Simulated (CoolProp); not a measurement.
A Linde-Hampson liquefier for dry air: isothermal reversible compression at 230 K from 1 atm to 5 MPa, throttling to 1 atm, return gas leaving the recuperator 5 K below the feed. Each further row changes one setting.

The numbers come from the reference Helmholtz-energy equation of state, Lemmon 2000 in CoolProp. It is a pseudo-pure fit of the blend.

| case | liquid yield per pass | compression work (kJ/kg of gas) |
|---|---|---|
| as stated | … | 253 |
| high pressure 10 MPa | … | 295 |
| warm-end temperature 260 K | 0.025 | … |
| warm-end gap 10 K | 0.025 | 253 |

Problem. Some entries are withheld; supply them.

Solution. 
- as stated, liquid yield per pass: 0.039
- high pressure 10 MPa, liquid yield per pass: 0.090
- warm-end temperature 260 K, compression work (kJ/kg of gas): 288
